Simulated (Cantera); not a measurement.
Cantera run:

```python
import numpy as np
import cantera as ct

gas_names = [...]  # 47 gases of nasa_gas.yaml made of Cl, H, N, O, Si
cond_names = """
    H2O(s) H2O(L) NH4CL(a) NH4CL(b) Si(cr) Si(L) SiO2(Lqz) SiO2(hqz) SiO2(L) Si2N2O(s) Si3N4(a)
""".split()


# ... load() reads the species with a 1 bar reference pressure and builds the phases ...
atoms = {
    'SiCl4': {'Si': 1, 'CL': 4},
    'H2O': {'H': 2, 'O': 1},
    'N2O': {'N': 2, 'O': 1},
}
top_T = {'Si2N2O(s)': 2100, 'Si3N4(a)': 2400}  # K; cautious upper limits of use, not melting points


# ... equilibrate(T, P, feed) seeds the gas with the atoms and calls Mixture.equilibrate('TP', solver="vcs", rtol=1e-11, max_steps=5000) ...
results = []
feed = {'SiCl4': 1, 'H2O': 5.2, 'N2O': 36}  # mol
P = 22000  # Pa
for T in [848, 998, 1148, 1298, 1448, 1598, 1748]:
    mix = equilibrate(T, P, feed)
    results.append((T, P, feed, dict(zip(mix.species_names, mix.species_moles))))
    x = sorted(zip(gas.X, gas.species_names), reverse=True)
    print(f"T = {T:g} K  P = {P:g} Pa  gas = {mix.phase_moles(0):.4g} mol")
    print("   x: " + "  ".join(f"{s} {v:.3e}" for v, s in x if v > 1e-05))
    print("   condensed (mol): " + ("  ".join(f"{mix.phase(i).name} {mix.phase_moles(i):.4g}"
          for i in range(1, mix.n_phases) if mix.phase_moles(i) > 1e-12) or "none"))
```

Output:

```
T = 848 K  P = 22000 Pa  gas = 60.89 mol
   x: N2 5.912e-01  O2 2.906e-01  H2O 6.264e-02  HCL 4.552e-02  CL2 1.008e-02
   condensed (mol): SiO2(hqz) 1
T = 998 K  P = 22000 Pa  gas = 61.06 mol
   x: N2 5.896e-01  O2 2.924e-01  H2O 5.720e-02  HCL 5.593e-02  CL2 4.763e-03  CL 5.546e-05  NO 3.123e-05
   condensed (mol): SiO2(hqz) 1
T = 1148 K  P = 22000 Pa  gas = 61.13 mol
   x: N2 5.888e-01  O2 2.931e-01  HCL 6.056e-02  H2O 5.478e-02  CL2 2.297e-03  CL 2.739e-04  NO 1.319e-04
   condensed (mol): SiO2(hqz) 1
T = 1298 K  P = 22000 Pa  gas = 61.18 mol
   x: N2 5.883e-01  O2 2.932e-01  HCL 6.209e-02  H2O 5.395e-02  CL2 1.193e-03  CL 8.975e-04  NO 3.989e-04  OH 1.196e-05
   condensed (mol): SiO2(hqz) 1
T = 1448 K  P = 22000 Pa  gas = 61.21 mol
   x: N2 5.876e-01  O2 2.926e-01  HCL 6.176e-02  H2O 5.403e-02  CL 2.234e-03  NO 9.585e-04  CL2 6.638e-04  OH 5.708e-05  CLO 1.492e-05
   condensed (mol): SiO2(hqz) 1
T = 1598 K  P = 22000 Pa  gas = 61.26 mol
   x: N2 5.867e-01  O2 2.914e-01  HCL 5.995e-02  H2O 5.480e-02  CL 4.546e-03  NO 1.951e-03  CL2 3.855e-04  OH 2.044e-04  CLO 2.516e-05  O 1.630e-05
   condensed (mol): SiO2(hqz) 1
T = 1748 K  P = 22000 Pa  gas = 61.33 mol
   x: N2 5.853e-01  O2 2.894e-01  HCL 5.681e-02  H2O 5.608e-02  CL 7.919e-03  NO 3.506e-03  OH 5.912e-04  CL2 2.286e-04  O 8.410e-05  CLO 3.735e-05
   condensed (mol): SiO2(L) 1
```

Equilibrium computed with Cantera from the NASA thermochemical tables; the gas is ideal and each condensed phase is pure. The tables hold silica as quartz up to 1696 K and as liquid above; real silica turns to tridymite and cristobalite and melts near 1996 K. Gases not in the tables: Si(OH)4.
